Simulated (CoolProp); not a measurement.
Vapour-liquid equilibrium of acetone (1) + benzene (2) at 399.9 K; x and y are mole fractions of (1).

Model: multi-fluid Helmholtz-energy mixture model, Lemmon 2006 and Thol 2012; pair parameters Bell 2016, in CoolProp.

Question: Give the bubble pressure and the first vapour's composition at x = 0.35, 0.575, 0.8. Is there an azeotrope?

Answer: x = 0.35: 5.064 bar, y = 0.511; x = 0.575: 5.819 bar, y = 0.700; x = 0.8: 6.489 bar, y = 0.862. No azeotrope shows between x = 0.05 and 0.95.

The pair parameters rest on a limited set of measurements; away from them the model extrapolates.
